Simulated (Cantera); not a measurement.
A closed system holds: 1 mol CF4, equilibrated at 0.00570 bar.

These are equilibrium values from Cantera (NASA tables, ideal gas, pure condensed phases), not measurements of a reactor. Candidate condensed phases: C; 13 gas species. Gases not in the tables: C2F6 and larger saturated fluorocarbons. Equilibrium is a limit: real reactors are often held back by kinetics, nucleation or transport.

x: gas mole fraction; n: condensed amount in mol.

| T (K) | x CF4 | x F | x CF2 | x CF | x CF3 | n C(graphite) |
|---|---|---|---|---|---|---|
| 900 | 1.00 | 5.16e-11 | 1.17e-12 | <1e-12 | 4.93e-11 | 0 |
| 1100 | 1.00 | 4.50e-8 | 6.85e-9 | <1e-12 | 3.13e-8 | 0 |
| 1300 | 1.000 | 5.95e-6 | 1.86e-6 | 1.31e-12 | 2.23e-6 | 0 |
| 1500 | 1.000 | 0.000234 | 9.36e-5 | 1.05e-9 | 4.64e-5 | 0 |
| 1700 | 0.994 | 0.00397 | 0.00176 | 1.61e-7 | 0.000456 | 0 |
| 1900 | 0.943 | [?] | [?] | [?] | [?] | 0 |
| 2100 | 0.689 | 0.205 | 0.0974 | 0.000198 | 0.00914 | 0 |
| 2300 | [?] | [?] | [?] | [?] | [?] | 0 |
| 2500 | 0.00555 | 0.674 | 0.295 | 0.0220 | 0.00317 | 0.0108 |

Q: Some entries are withheld; supply them.

A: 
- 1900, x F: 0.0368
- 1900, x CF2: 0.0171
- 1900, x CF: 8.26e-6
- 1900, x CF3: 0.00265
- 2300, x CF4: 0.156
- 2300, x F: 0.560
- 2300, x CF2: 0.270
- 2300, x CF: 0.00272
- 2300, x CF3: 0.0112
